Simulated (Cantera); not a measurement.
Feed: 1 mol C2H6, 5.2 mol CO2, held at 2650 K and 230 Pa.

Cantera equilibrium calculation (NASA polynomials, part measured and part estimated; ideal gas, pure solids and liquids). Candidate condensed phases: C, C6H6, C7H8, C8H18, H2O; 110 gas species. Equilibrium is a limit: real reactors are often held back by kinetics, nucleation or transport.

Base state: CO 0.492, H 0.233, O 0.0871, H2 0.0569, CO2 0.0435, H2O 0.0332, OH 0.0331, O2 0.0206 (mole fractions); condensed: gas only.

Problem. What changes in the equilibrium state with this change: CO2 from 5.2 to 0.023 mol?

Solution. 
```json
[
 {"species": "H", "before": "0.233", "after": "0.601"},
 {"species": "H2", "before": "0.0569", "after": "0.378"},
 {"species": "CO", "before": "0.492", "after": "0.0105"},
 {"species": "O", "before": "0.0871", "after": "<1e-9"},
 {"species": "CO2", "before": "0.0435", "after": "<1e-9"},
 {"species": "H2O", "before": "0.0332", "after": "<1e-9"},
 {"species": "OH", "before": "0.0331", "after": "<1e-9"},
 {"species": "O2", "before": "0.0206", "after": "<1e-9"},
 {"species": "C2H2 (acetylene)", "before": "<1e-9", "after": "0.00741"},
 {"species": "C3", "before": "<1e-9", "after": "0.00195"},
 {"species": "C2H", "before": "<1e-9", "after": "0.00114"},
 {"species": "C(graphite), mol", "before": "0", "after": "1.87"}
]
```

Problem. What changes in the equilibrium state with this change: temperature from 2650 K to 1223 K?

Solution. 
| species | before | after |
|---|---|---|
| CO | 0.492 | 0.502 |
| CO2 | 0.0435 | 0.204 |
| H2 | 0.0569 | 0.185 |
| H | 0.233 | 2.69e-6 |
| O | 0.0871 | <1e-9 |
| O2 | 0.0206 | <1e-9 |
| OH | 0.0331 | 1.44e-8 |
| H2O | 0.0332 | 0.110 |
